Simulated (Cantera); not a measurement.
An adiabatic, constant-volume homogeneous reactor starts with 13.4 % CH4, 10.5 % CO, 16.0 % O2, 60.1 % N2, equivalence ratio 2.0, at 1400 K and 1000000 Pa.

Model: GRI-Mech 3.0 (53 species, 325 reactions), integrated in Cantera.

**Question.** Predict: time of steepest temperature rise; temperature at 2.00 s; equilibrium temperature; x(CO) at 2.00 s; x(O2) at 2.00 s; x(H2) at 2.00 s; x(H2O) at 2.00 s; x(H2O2) at 2.00 s.

**Answer.** 
```json
{
 "time_of_steepest_temperature_rise": "0.962 ms",
 "temperature at 2.00 s": "2862 K",
 "equilibrium_temperature": "2862 K",
 "x(CO) at 2.00 s": "0.182 (gas-phase equilibrium 0.182)",
 "x(O2) at 2.00 s": "5.49e-5 (gas-phase equilibrium 5.49e-5)",
 "x(H2) at 2.00 s": "0.103 (gas-phase equilibrium 0.103)",
 "x(H2O) at 2.00 s": "0.132 (gas-phase equilibrium 0.132)",
 "x(H2O2) at 2.00 s": "6.49e-8 (gas-phase equilibrium 6.49e-8)"
}
```
